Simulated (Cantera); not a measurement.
Equilibrium for silicon epitaxy and polysilicon growth: SiCl4 + HCl + H2

Input: 1 mol SiCl4, 0.063 mol HCl, 20 mol H2, equilibrated at 65.0 mbar.

Method: chemical equilibrium by Gibbs-energy minimisation in Cantera with the NASA 1993 tables (ideal gas, pure condensed phases). Candidate condensed phases: Si; 19 gas species. The tables' values for SiCl3, SiCl are old estimates; treat these amounts as uncertain. Gases not in the tables: Si2H6 and higher silanes. Kinetics and transport are ignored.

| T (K) | x H2 | x HCl | x SiCl4 | x SiCl2 | x SiHCl3 | n Si(s) | n Si(l) |
|---|---|---|---|---|---|---|---|
| 800 | 0.945 | 0.00778 | 0.0427 | 4.47e-7 | 0.00469 | 0 | 0 |
| 900 | 0.940 | 0.0121 | 0.0386 | 2.55e-5 | 0.00853 | 0 | 0 |
| 1000 | 0.935 | 0.0181 | 0.0334 | 0.000536 | 0.0122 | 0 | 0 |
| 1100 | 0.920 | 0.0360 | 0.0276 | 0.00286 | 0.0104 | 0.0716 | 0 |
| 1200 | 0.899 | 0.0607 | 0.0183 | 0.00966 | 0.00736 | 0.138 | 0 |
| 1300 | 0.877 | 0.0837 | 0.00808 | 0.0213 | 0.00386 | 0.155 | 0 |
| 1400 | 0.864 | 0.0960 | 0.00229 | 0.0315 | 0.00146 | 0.133 | 0 |
| 1500 | 0.860 | 0.0994 | 0.000543 | 0.0369 | 0.000487 | 0.108 | 0 |
| 1600 | 0.859 | 0.0994 | 0.000136 | 0.0397 | 0.000170 | 0.0851 | 0 |
| 1700 | 0.858 | 0.0991 | 3.89e-5 | 0.0410 | 6.51e-5 | 0 | 0.0721 |
x: gas mole fraction; n: condensed amount in mol.

From 800 K to 1000 K nothing is condensed. From 1100 K to 1600 K the condensed part is Si(s). At 1700 K the condensed part is Si(l). The main Si-bearing gas is SiCl4 at 800 K and SiCl2 at 1700 K.
